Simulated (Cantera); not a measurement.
Cantera run, input and output.

```python
import numpy as np
import cantera as ct

gas = ct.Solution("gri30.yaml")
gas.TPX = 2100, 56000, {'NO': 1, 'N2': 0.2}
reactor = ct.IdealGasConstPressureReactor(gas, energy="off", clone=False)
net = ct.ReactorNet([reactor])
net.rtol, net.atol = 1e-08, 1e-18
show = ['NO', 'N2', 'O', 'N2O', 'NO2']
times = np.geomspace(2e-06, 60, 9)

steps = ct.SolutionArray(gas, extra=["t"])
rows = []
print(f"{'t/s':>10s}{'T/K':>9s}{'P/Pa':>11s}" + "".join(f"{s:>11s}" for s in show))
for t in times:
    while net.time < t:
        t_next = net.step()
        steps.append(gas.state, t=t_next)
    rows.append([np.interp(t, steps.t, y) for y in (steps.T, steps.P, *steps(*show).X.T)])
    print(f"{t:10.3e}{rows[-1][0]:9.1f}{rows[-1][1]:11.4g}" + "".join(f"{x:11.3e}" for x in rows[-1][2:]))
rate = np.gradient(steps.T, steps.t)
print("integrator steps:", len(steps.t))
if steps.T.max() > steps.T[0] + 200:
    print(f"time of steepest temperature rise: {steps.t[rate.argmax()]:.4e} s")
gas.TPX = 2100, 56000, {'NO': 1, 'N2': 0.2}
gas.equilibrate("TP")
print(f"equilibrium (TP): T = {gas.T:.1f} K  " + "  ".join(f"{s} {gas[s].X[0]:.3e}" for s in show))
```

It prints:

```
       t/s      T/K       P/Pa         NO         N2          O        N2O        NO2
 2.000e-06   2100.0    5.6e+04  8.333e-01  1.667e-01  1.775e-06  1.800e-06  3.332e-08
 1.721e-05   2100.0    5.6e+04  8.333e-01  1.667e-01  1.376e-05  1.518e-05  2.090e-06
 1.480e-04   2100.0    5.6e+04  8.330e-01  1.667e-01  8.795e-05  1.109e-04  6.092e-05
 1.273e-03   2100.0    5.6e+04  8.304e-01  1.678e-01  2.694e-04  3.188e-04  2.402e-04
 1.095e-02   2100.0    5.6e+04  8.076e-01  1.791e-01  3.367e-04  3.052e-04  3.048e-04
 9.424e-02   2100.0    5.6e+04  6.238e-01  2.710e-01  6.503e-04  1.688e-04  4.961e-04
 8.107e-01   2100.0    5.6e+04  8.933e-02  5.383e-01  1.143e-03  3.434e-06  1.305e-04
 6.974e+00   2100.0    5.6e+04  1.199e-02  5.770e-01  1.196e-03  4.276e-07  1.840e-05
 6.000e+01   2100.0    5.6e+04  1.194e-02  5.770e-01  1.196e-03  4.272e-07  1.833e-05
integrator steps: 1147
equilibrium (TP): T = 2100.0 K  NO 1.194e-02  N2 5.770e-01  O 1.196e-03  N2O 4.272e-07  NO2 1.833e-05
```

Detailed kinetics in Cantera: GRI-Mech 3.0 (53 species, 325 reactions).
